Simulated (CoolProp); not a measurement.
Vapour-liquid equilibrium of isobutene (1) + n-butane (2) at 13.7 bar; x and y are mole fractions of (1).

Model: multi-fluid Helmholtz-energy mixture model, Lemmon 2005 and Bücker 2006; pair parameters Bell 2016, in CoolProp.

```
x      bubble temperature (K)  y at the bubble point  dew temperature at overall composition x (K)  liquid density (mol/L)
-----  ----------------------  ---------------------  --------------------------------------------  ----------------------
0.05                    367.1                  0.058                                         367.2                   8.237
0.125                   366.2                  0.142                                         366.4                   8.288
0.2                     365.4                  0.224                                         365.6                   8.339
0.275                   364.6                  0.304                                         364.9                   8.391
0.35                    363.9                  0.381                                         364.2                   8.443
0.425                   363.2                  0.457                                         363.5                   8.495
0.5                     362.5                  0.532                                         362.8                   8.547
0.575                   361.8                  0.605                                         362.1                   8.601
0.65                    361.2                  0.677                                         361.4                   8.654
0.725                   360.6                  0.748                                         360.8                   8.708
0.8                     360.0                  0.818                                         360.2                   8.763
0.875                   359.4                  0.887                                         359.5                   8.818
0.95                    358.9                  0.955                                         358.9                   8.874
```

No azeotrope shows between x = 0.05 and 0.95.

Pair parameters are fitted to limited data, so mixtures are less certain than the pure fluids.
